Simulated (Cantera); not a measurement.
Charge: 1 mol CH₃OH, 0.26 mol CO₂, 0.43 mol H₂, held at 2602 °C and 13300 Pa.

Method: chemical equilibrium by Gibbs-energy minimisation in Cantera with the NASA 1993 tables (ideal gas, pure condensed phases). Candidate condensed phases: C, C₆H₆, C₇H₈, C₈H₁₈, H₂O; 110 gas species. Rates play no part.

Base state: H₂ 0.442, CO 0.302, H 0.193, H₂O 0.0500, OH 0.00655, CO₂ 0.00479, O 0.00178, O₂ 8.02e-5 (mole fractions); condensed: gas only.

Q: What changes in the equilibrium state with this change: pressure from 13300 Pa to 400 Pa?

A: 
```json
[
 {"species": "H", "before": "0.193", "after": "0.599"},
 {"species": "CO", "before": "0.302", "after": "0.226"},
 {"species": "H₂", "before": "0.442", "after": "0.128"},
 {"species": "O", "before": "0.00178", "after": "0.0278"},
 {"species": "H₂O", "before": "0.0500", "after": "0.00682"},
 {"species": "O₂", "before": "8.02e-5", "after": "0.000589"},
 {"species": "CO₂", "before": "0.00479", "after": "0.00168"},
 {"species": "OH", "before": "0.00655", "after": "0.00956"}
]
```

Q: What changes in the equilibrium state with this change: CO₂ from 0.26 to 0.89 mol?

A: 
```
species   before    after
-------  -------  -------
CO         0.302    0.371
H₂         0.442    0.288
H          0.193    0.156
H₂O       0.0500    0.131
CO₂      0.00479   0.0237
OH       0.00655   0.0213
O₂       8.02e-5  0.00130
O        0.00178  0.00715
```
